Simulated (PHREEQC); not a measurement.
# Reverse-osmosis permeate (model solution)

Model water analysis in mg/L, 25 °C, pH 5.91, pe 9.1:

```json
[
 {"constituent": "Na", "mg/L": "0.416"},
 {"constituent": "K", "mg/L": "0.138"},
 {"constituent": "Ca", "mg/L": "3.32"},
 {"constituent": "Mg", "mg/L": "1.97"},
 {"constituent": "Cl", "mg/L": "0.927"},
 {"constituent": "S(6) as SO4", "mg/L": "9.62"},
 {"constituent": "Alkalinity as HCO3", "mg/L": "7.67"},
 {"constituent": "Li", "mg/L": "0.00664"}
]
```

Valence states are taken as typed.

Model: ion-association model, phreeqc.dat, run in PHREEQC.

Precipitation was switched off in this run.

Predict the charge-balance error.

charge-balance error -0.3 %.

In which forms is Ca present?

Ca+2 98 %, CaSO4 1.4 % of the Ca.
